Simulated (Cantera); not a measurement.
## Tantalum, niobium, vanadium and zirconium in process gases: Zr + H2O + H2

Feed: 1 mol Zr, a varied amount of H2O, 4 mol H2, held at 2000 K and 3.30 bar.

Cantera equilibrium calculation (NASA polynomials, part measured and part estimated; ideal gas, pure solids and liquids). Candidate condensed phases: H2O, Zr, ZrO2; 12 gas species. Mutual solubility and eutectic melting of coexisting phases are not modelled. Condensed phases not in the tables: N, O or C dissolved in the metal. Equilibrium is a limit: real reactors are often held back by kinetics, nucleation or transport.

| n(H2O) (mol) | log p H2 | log p H2O | log p H | log p OH | log p O | n Zr(β) | n ZrO2(tetragonal) |
|---|---|---|---|---|---|---|---|
| 1 | 0.52 | -5.45 | -2.53 | -9.50 | <-11 | 0.500 | 0.500 |
| 1.8 | 0.52 | -5.45 | -2.53 | -9.50 | <-11 | 0.100 | 0.900 |
| 2.7 | 0.47 | -0.46 | -2.55 | -4.49 | -7.65 | 0 | 1.00 |
| 3.5 | 0.42 | -0.18 | -2.58 | -4.18 | -7.32 | 0 | 1.00 |
| 4.3 | 0.38 | -0.04 | -2.60 | -4.02 | -7.13 | 0 | 1.00 |
| 5.2 | 0.33 | 0.06 | -2.62 | -3.90 | -6.99 | 0 | 1.00 |
| 6 | 0.30 | 0.12 | -2.64 | -3.82 | -6.89 | 0 | 1.00 |
| 6.9 | 0.26 | 0.17 | -2.66 | -3.75 | -6.80 | 0 | 1.00 |
| 7.7 | 0.23 | 0.21 | -2.67 | -3.70 | -6.74 | 0 | 1.00 |
| 8.5 | 0.20 | 0.23 | -2.69 | -3.65 | -6.68 | 0 | 1.00 |
| 9.4 | 0.17 | 0.26 | -2.70 | -3.61 | -6.62 | 0 | 1.00 |
| 10 | 0.15 | 0.28 | -2.71 | -3.59 | -6.59 | 0 | 1.00 |
log p: log10 of the partial pressure in bar; n: condensed amount in mol.

From 1 mol H2O to 1.8 mol H2O the condensed part is Zr(β) + ZrO2(tetragonal). From 2.7 mol H2O to 10 mol H2O the condensed part is ZrO2(tetragonal).
